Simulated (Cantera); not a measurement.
## Adiabatic ignition

An adiabatic, constant-pressure homogeneous reactor starts with 5.48 % C2H4, 19.8 % O2, 74.6 % N2, 0.137 % CO2, equivalence ratio 0.83, at 1200 K and 101000 Pa.

Detailed kinetics in Cantera: GRI-Mech 3.0 (53 species, 325 reactions). GRI-Mech 3.0 was tuned for natural gas; its chemistry of ethylene as a main component is partial and can be far from experiment.

```csv
t (s),T (K),x C2H4,x O2,x CO,x CH2CO,x CO2,x O
2.00e-6,1200,0.0548,0.198,<1e-12,<1e-12,0.00137,<1e-12
8.29e-6,1200,0.0548,0.198,4.75e-12,2.90e-12,0.00137,<1e-12
3.44e-5,1200,0.0548,0.198,9.17e-11,6.26e-11,0.00137,1.33e-12
0.000143,1200,0.0548,0.198,1.22e-8,8.48e-9,0.00137,1.01e-10
0.000591,2473,<1e-12,0.0479,0.0392,<1e-12,0.0675,0.0108
0.00245,2641,<1e-12,0.0418,0.0290,<1e-12,0.0792,0.00572
0.0102,2633,<1e-12,0.0388,0.0289,<1e-12,0.0794,0.00531
0.0421,2632,<1e-12,0.0385,0.0289,<1e-12,0.0794,0.00526
0.175,2632,<1e-12,0.0385,0.0289,<1e-12,0.0794,0.00526
0.724,2632,<1e-12,0.0385,0.0289,<1e-12,0.0794,0.00526
3.00,2632,<1e-12,0.0385,0.0289,<1e-12,0.0794,0.00526
```
x: mole fraction; the columns are a selection and need not sum to one.

```
Item                                                              Result
---------------------------------  -------------------------------------
time of steepest temperature rise                               0.401 ms
temperature at 3.00 s                                             2632 K
equilibrium temperature                                           2632 K
x(C2H4) at 3.00 s                  <1e-12 (gas-phase equilibrium <1e-12)
x(O2) at 3.00 s                    0.0385 (gas-phase equilibrium 0.0385)
x(CO) at 3.00 s                    0.0289 (gas-phase equilibrium 0.0289)
```
